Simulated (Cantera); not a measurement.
Reactions in the system Cr-N-O

Standard-state values (1 bar) from the NASA 1993 polynomials, evaluated with Cantera. Values are per mole of reaction as written; species without (g) are pure solids or liquids, kept so even where they would boil at 1 bar.

7 O(g) + Cr₂N = NO(g) + 2 CrO₃(g)

| T (K) | ΔH° (kJ) | ΔS° (J/K) | ΔG° (kJ) | log10 K |
|---|---|---|---|---|
| 898 | -2145.9 | -512.8 | -1685.5 | 98.04 |
| 948 | -2148.2 | -515.2 | -1659.8 | 91.45 |
| 998 | -2150.5 | -517.6 | -1633.9 | 85.52 |
| 1048 | -2152.7 | -519.8 | -1608.0 | 80.14 |
| 1098 | -2155.1 | -522.0 | -1582.0 | 75.26 |
| 1148 | -2157.4 | -524.0 | -1555.8 | 70.79 |
| 1198 | -2159.8 | -526.0 | -1529.5 | 66.69 |
| 1248 | -2162.2 | -528.0 | -1503.2 | 62.91 |
| 1298 | -2164.6 | -529.9 | -1476.8 | 59.43 |

N(g) + 2 Cr = Cr₂N

| T (K) | ΔH° (kJ) | ΔS° (J/K) | ΔG° (kJ) | log10 K |
|---|---|---|---|---|
| 898 | -596.2 | -132.6 | -477.2 | 27.75 |
| 948 | -595.9 | -132.3 | -470.5 | 25.93 |
| 998 | -595.6 | -132.0 | -463.9 | 24.28 |
| 1048 | -595.3 | -131.7 | -457.3 | 22.79 |
| 1098 | -595.0 | -131.4 | -450.8 | 21.44 |
| 1148 | -594.8 | -131.2 | -444.2 | 20.21 |
| 1198 | -594.5 | -131.0 | -437.6 | 19.08 |
| 1248 | -594.3 | -130.8 | -431.1 | 18.04 |
| 1298 | -594.1 | -130.6 | -424.6 | 17.09 |
